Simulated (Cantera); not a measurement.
Cantera run, input and output.

```python
import numpy as np
import cantera as ct

gas = ct.Solution("gri30.yaml")
gas.TPX = 1475, 100000, {'CH4': 1, 'H2': 0.1, 'O2': 5.39, 'N2': 20.3}
reactor = ct.IdealGasReactor(gas, energy="on", clone=False)
net = ct.ReactorNet([reactor])
net.rtol, net.atol = 1e-08, 1e-16
show = ['CH4', 'H2', 'O2', 'O', 'CH2CO', 'CO']
times = np.geomspace(5e-06, 0.2, 10)

steps = ct.SolutionArray(gas, extra=["t"])
rows = []
print(f"{'t/s':>10s}{'T/K':>9s}{'P/Pa':>11s}" + "".join(f"{s:>11s}" for s in show))
for t in times:
    while net.time < t:
        t_next = net.step()
        steps.append(gas.state, t=t_next)
    rows.append([np.interp(t, steps.t, y) for y in (steps.T, steps.P, *steps(*show).X.T)])
    print(f"{t:10.3e}{rows[-1][0]:9.1f}{rows[-1][1]:11.4g}" + "".join(f"{x:11.3e}" for x in rows[-1][2:]))
rate = np.gradient(steps.T, steps.t)
print("integrator steps:", len(steps.t))
if steps.T.max() > steps.T[0] + 200:
    print(f"time of steepest temperature rise: {steps.t[rate.argmax()]:.4e} s")
gas.TPX = 1475, 100000, {'CH4': 1, 'H2': 0.1, 'O2': 5.39, 'N2': 20.3}
gas.equilibrate("UV")
print(f"equilibrium (UV): T = {gas.T:.1f} K  " + "  ".join(f"{s} {gas[s].X[0]:.3e}" for s in show))
```

It prints:

```
       t/s      T/K       P/Pa        CH4         H2         O2          O      CH2CO         CO
 5.000e-06   1475.0      1e+05  3.733e-02  3.733e-03  2.012e-01  7.135e-09  4.132e-20  2.170e-12
 1.623e-05   1475.0      1e+05  3.733e-02  3.733e-03  2.012e-01  1.115e-08  2.179e-17  6.584e-11
 5.268e-05   1475.0      1e+05  3.732e-02  3.733e-03  2.012e-01  2.830e-08  1.219e-14  2.626e-09
 1.710e-04   1475.0      1e+05  3.729e-02  3.729e-03  2.012e-01  1.829e-07  2.931e-11  2.560e-07
 5.550e-04   1493.9  1.013e+05  3.420e-02  3.926e-03  1.990e-01  7.979e-06  4.301e-06  5.452e-04
 1.802e-03   2423.7  1.648e+05  6.993e-20  6.709e-04  1.221e-01  2.694e-03  4.215e-22  1.923e-03
 5.848e-03   2418.8  1.644e+05  6.580e-20  6.584e-04  1.210e-01  2.616e-03  3.880e-22  1.883e-03
 1.898e-02   2407.6  1.637e+05  5.718e-20  6.308e-04  1.186e-01  2.446e-03  3.196e-22  1.794e-03
 6.162e-02   2396.7  1.629e+05  4.966e-20  6.046e-04  1.162e-01  2.290e-03  2.624e-22  1.710e-03
 2.000e-01   2395.2  1.628e+05  4.868e-20  6.010e-04  1.159e-01  2.269e-03  2.551e-22  1.698e-03
integrator steps: 1717
time of steepest temperature rise: 6.7722e-04 s
equilibrium (UV): T = 2395.2 K  CH4 7.429e-20  H2 6.010e-04  O2 1.159e-01  O 2.269e-03  CH2CO 3.479e-22  CO 1.698e-03
```

Computed with Cantera and GRI-Mech 3.0 (53 species, 325 reactions).
